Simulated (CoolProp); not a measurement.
The fluid at 405.23 K and 3.57 MPa (liquid) is heated at constant pressure to 434.1 K. The same conditions are run with several fluids, on thermodynamics alone (safety and materials aside).

The numbers come from the reference Helmholtz-energy equation of state of each fluid (n-perfluoropentane: Gao 2022; decamethylcyclopentasiloxane (D5): Thol 2019; R21: Platzer 1990; tetrahydrofuran: Fiedler 2023; benzene: Thol 2012) in CoolProp. The equations of Platzer and Polt are older, rougher fits.

| fluid | heat (kJ/kg) | final phase | final density (kg/m³) |
|---|---|---|---|
| n-perfluoropentane | 39.0 | supercritical | 957 |
| decamethylcyclopentasiloxane (D5) | 54.1 | liquid | 818 |
| R21 | 154 | gas | 163 |
| tetrahydrofuran | 64.7 | liquid | 720 |
| benzene | 61.6 | liquid | 722 |
